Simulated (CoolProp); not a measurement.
Vapour-liquid equilibrium of carbon dioxide (1) + n-perfluorobutane (2) at 246.2 K; x and y are mole fractions of (1).

The numbers come from the multi-fluid Helmholtz-energy mixture model, Span 1996 and Gao 2022; pair parameters Bell 2016 in CoolProp.

Task: Give the bubble pressure and the first vapour's composition at x = 0.45, 0.65, 0.85. Is there an azeotrope?

Result: x = 0.45: 0.9435 MPa, y = 0.969; x = 0.65: 1.129 MPa, y = 0.977; x = 0.85: 1.341 MPa, y = 0.987. No azeotrope shows between x = 0.05 and 0.95.

Pair parameters are fitted to limited data, so mixtures are less certain than the pure fluids. The gap from Raoult's law changes sign with composition, which may be real or a fault of the pair parameters; it wasn't checked against measurements.
